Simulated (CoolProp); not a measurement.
Vapour-liquid equilibrium of CF4 (R14) (1) + CHF3 (R23) (2) at -67.45 °C; x and y are mole fractions of (1).

The numbers come from the multi-fluid Helmholtz-energy mixture model, Platzer 1990 and Penoncello 2003; pair parameters Bell 2016 in CoolProp. This equation is an older, rougher fit; its heat capacities, sound speeds and derivatives of the liquid may be far off and weren't checked against measurements.

| x | bubble pressure (MPa) | y at the bubble point | dew pressure at overall composition x (MPa) | liquid density (mol/L) |
|---|---|---|---|---|
| 0.05 | 0.4355 | 0.494 | 0.2317 | 19.49 |
| 0.125 | 0.7076 | 0.691 | 0.2519 | 18.98 |
| 0.2 | ? | 0.765 | 0.2757 | 18.48 |
| 0.275 | 1.084 | 0.804 | 0.3044 | 17.98 |
| 0.35 | 1.208 | 0.828 | ? | 17.48 |
| 0.425 | 1.303 | 0.844 | 0.3838 | ? |
| 0.5 | 1.380 | 0.857 | ? | 16.48 |
| 0.575 | 1.448 | 0.869 | 0.5182 | 15.98 |
| 0.65 | ? | 0.882 | 0.6275 | 15.50 |
| 0.725 | 1.583 | 0.897 | 0.7932 | 15.02 |
| 0.8 | 1.658 | 0.915 | 1.066 | 14.56 |
| 0.875 | 1.742 | 0.940 | 1.478 | 14.13 |
| 0.95 | 1.832 | 0.972 | 1.772 | 13.74 |

Problem. Complete the blanks.

Solution. 
- 0.2, bubble pressure (MPa): 0.9211
- 0.35, dew pressure at overall composition x (MPa): 0.3396
- 0.425, liquid density (mol/L): 16.98
- 0.5, dew pressure at overall composition x (MPa): 0.4411
- 0.65, bubble pressure (MPa): 1.514

No azeotrope shows between x = 0.05 and 0.95.

Pair parameters are fitted to limited data, so mixtures are less certain than the pure fluids. With so large a gap from Raoult's law the liquid may split in two, which this calculation doesn't test in full.
